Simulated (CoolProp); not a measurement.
Aqueous magnesium chloride as a coolant, 18 % by mass, freezing at -23.4 °C, 1 atm.

Computed with CoolProp (Melinder's fits for secondary coolants).

| T (°C) | density (kg/m³) | viscosity (mPa s) | Prandtl number | cp (kJ/(kg K)) |
|---|---|---|---|---|
| -13.9 | 1166 | 6.77 | 42.4 | 3.110 |
| -8.6 | 1165 | 5.59 | 34.6 | 3.125 |
| -3.2 | 1163 | 4.65 | 28.4 | 3.139 |
| 2.1 | 1162 | 3.90 | 23.5 | 3.153 |
| 7.5 | 1160 | 3.29 | 19.6 | 3.168 |
| 12.8 | 1159 | 2.79 | 16.4 | 3.182 |
| 18.2 | 1156 | 2.38 | 13.8 | 3.196 |
| 23.5 | 1154 | 2.03 | 11.7 | 3.211 |
| 28.9 | 1152 | 1.73 | 9.84 | 3.225 |
| 34.2 | 1150 | 1.49 | 8.34 | 3.240 |
| 39.6 | 1147 | 1.27 | 7.05 | 3.254 |
